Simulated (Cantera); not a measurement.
# Ammonia decomposition in nitride growth gas

An isothermal, constant-pressure homogeneous reactor starts with 28.6 % NH₃, 71.4 % N₂, at 2250 K and 0.0750 bar.

Model: the gas-phase N/H chemistry of the illustrative SiF4/NH3 mechanism in the Surface Chemkin manual (1991), integrated in Cantera. Walls and surfaces, which speed up NH3 decomposition in real reactors, are not modelled.

```csv
t (s),x NH₃,x N₂,x N₂H₂,x H₂,x N₂H₄,x N
7.00e-6,0.286,0.714,2.52e-10,1.45e-5,5.53e-12,1.20e-12
2.42e-5,0.286,0.714,5.59e-9,5.81e-5,8.04e-11,7.39e-11
8.34e-5,0.285,0.714,9.43e-8,0.000211,9.95e-10,3.72e-9
0.000288,0.284,0.714,1.46e-6,0.000874,1.04e-8,6.45e-8
0.000993,0.279,0.713,5.88e-6,0.00586,3.44e-8,4.32e-7
0.00343,0.261,0.710,5.60e-6,0.0272,2.53e-8,1.65e-6
0.0118,0.208,0.701,4.08e-6,0.0889,1.35e-8,3.93e-6
0.0408,0.102,0.683,1.71e-6,0.213,4.20e-9,5.55e-6
0.141,0.0115,0.668,1.50e-7,0.319,1.99e-10,5.74e-6
0.486,6.92e-6,0.663,1.26e-11,0.326,<1e-12,1.16e-6
1.68,2.56e-7,0.661,<1e-12,0.323,<1e-12,1.09e-7
5.79,1.56e-7,0.661,<1e-12,0.323,<1e-12,6.62e-8
20.0,1.56e-7,0.661,<1e-12,0.323,<1e-12,6.61e-8
```
x: mole fraction; the columns are a selection and need not sum to one.

Equilibrium at this temperature and pressure: NH₃ 1.56e-7, N₂ 0.661, N₂H₂ <1e-12, H₂ 0.323, N₂H₄ <1e-12, N 6.61e-8 (gas phase only).
